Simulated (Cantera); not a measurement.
An isothermal, constant-pressure homogeneous reactor starts with NH₃ : H₂ = 1 : 0.55 (molar parts), at 1448 K and 1600 Pa.

Model: the gas-phase N/H chemistry of the illustrative SiF4/NH3 mechanism in the Surface Chemkin manual (1991), integrated in Cantera. Walls and surfaces, which speed up NH3 decomposition in real reactors, are not modelled.

One state of this run: x NH₃ = 0.581; x H₂ = 0.400; x NH₂ = 3.24e-5; x N₂H₂ = 2.67e-7; x NH = 9.39e-8; x H = 1.06e-5. x: mole fraction; the columns are a selection and need not sum to one.

Which value of t (s) does it belong to?
A. 200
B. 13.5
C. 0.0253
D. 0.00172

A, 200
